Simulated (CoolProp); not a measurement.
Hydrogen sulfide along the isobar 4.15 MPa: Z from the reference equation and from simpler models built on Tc = 373.1 K, pc = 8.999 MPa, ω = 0.101; each cubic takes its own stable root.

Model: reference Helmholtz-energy equation of state, Lemmon 2006, in CoolProp. It is a short technical equation, of lower accuracy than the large ones.

```csv
T (K),phase,reference
198.8,liquid,0.08759
206.5,liquid,0.08546
214.2,liquid,0.08354
221.9,liquid,0.08179
229.6,liquid,0.08022
237.3,liquid,0.07881
245,liquid,0.07756
252.6,liquid,0.07646
260.3,liquid,0.07550
268,liquid,0.07469
275.7,liquid,0.07402
283.4,liquid,0.07351
291.1,liquid,0.07317
298.8,liquid,0.07302
```

Problem. How far does each simpler model (van der Waals, Peng-Robinson) lie from the reference over these 14 states: mean and median of the absolute difference, and the worst?

Solution. 
- van der Waals: mean 51.7 %, median 51.6 %, worst +52.5 % at 198.8 K and 4.15 MPa
- Peng-Robinson: mean 8.1 %, median 8.4 %, worst -8.6 % at 229.6 K and 4.15 MPa
